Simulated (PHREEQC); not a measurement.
Make-up at 20 °C: 0.0015 mol CuCl2, 0.0029 mol H2SO4 and 0.003 mol KCl per kg of water. Closed to the air; pH follows from the charge balance.

All values are PHREEQC results (ion-association model, phreeqc.dat), not measurements.

Task: The ionic strength comes out as 0.0141 mol/kgw. What activity coefficients do CuCl+, Cu+2, Cl-, KSO4-, H+ get?

Result: CuCl+ 0.89, Cu+2 0.64, Cl- 0.89, KSO4- 0.89, H+ 0.90.

Precipitation was switched off in this run. Species that the database lacks are ignored.
